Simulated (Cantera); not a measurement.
A Cantera script and its output.

```python
import numpy as np
import cantera as ct

gas = ct.Solution("gri30.yaml")
gas.TPX = 1650, 270000, {'CO': 0.56, 'H2': 0.14, 'O2': 1.54, 'N2': 5.79}
reactor = ct.IdealGasReactor(gas, energy="on", clone=False)
net = ct.ReactorNet([reactor])
net.rtol, net.atol = 1e-08, 1e-16
show = ['CO', 'H2', 'O2', 'HO2', 'H']
times = np.geomspace(1e-06, 0.3, 10)

steps = ct.SolutionArray(gas, extra=["t"])
rows = []
print(f"{'t/s':>10s}{'T/K':>9s}{'P/Pa':>11s}" + "".join(f"{s:>11s}" for s in show))
for t in times:
    while net.time < t:
        t_next = net.step()
        steps.append(gas.state, t=t_next)
    rows.append([np.interp(t, steps.t, y) for y in (steps.T, steps.P, *steps(*show).X.T)])
    print(f"{t:10.3e}{rows[-1][0]:9.1f}{rows[-1][1]:11.4g}" + "".join(f"{x:11.3e}" for x in rows[-1][2:]))
rate = np.gradient(steps.T, steps.t)
print("integrator steps:", len(steps.t))
if steps.T.max() > steps.T[0] + 200:
    print(f"time of steepest temperature rise: {steps.t[rate.argmax()]:.4e} s")
gas.TPX = 1650, 270000, {'CO': 0.56, 'H2': 0.14, 'O2': 1.54, 'N2': 5.79}
gas.equilibrate("UV")
print(f"equilibrium (UV): T = {gas.T:.1f} K  " + "  ".join(f"{s} {gas[s].X[0]:.3e}" for s in show))
```

Output:

```
       t/s      T/K       P/Pa         CO         H2         O2        HO2          H
 1.000e-06   1650.0    2.7e+05  6.974e-02  1.743e-02  1.918e-01  2.977e-07  3.392e-07
 4.060e-06   1650.0    2.7e+05  6.972e-02  1.736e-02  1.917e-01  3.699e-06  2.202e-05
 1.649e-05   1775.7  2.887e+05  5.205e-02  5.910e-04  1.671e-01  3.419e-05  2.845e-03
 6.694e-05   2206.8  3.505e+05  1.263e-02  4.399e-04  1.524e-01  1.026e-05  1.256e-03
 2.718e-04   2394.0   3.76e+05  2.919e-03  1.079e-04  1.537e-01  4.832e-06  1.191e-04
 1.104e-03   2407.0  3.777e+05  2.063e-03  8.183e-05  1.534e-01  4.992e-06  7.715e-05
 4.481e-03   2400.7  3.767e+05  2.002e-03  7.977e-05  1.521e-01  4.876e-06  7.402e-05
 1.820e-02   2385.0  3.742e+05  1.857e-03  7.480e-05  1.490e-01  4.596e-06  6.668e-05
 7.388e-02   2373.6  3.724e+05  1.757e-03  7.135e-05  1.468e-01  4.401e-06  6.179e-05
 3.000e-01   2373.2  3.723e+05  1.753e-03  7.123e-05  1.467e-01  4.394e-06  6.161e-05
integrator steps: 1318
time of steepest temperature rise: 1.0358e-05 s
equilibrium (UV): T = 2373.2 K  CO 1.753e-03  H2 7.123e-05  O2 1.467e-01  HO2 4.394e-06  H 6.161e-05
```

Computed with Cantera and GRI-Mech 3.0 (53 species, 325 reactions). The hydrogen kinetics of GRI-Mech 3.0 are dated; newer H2 mechanisms differ, most at raised pressure.
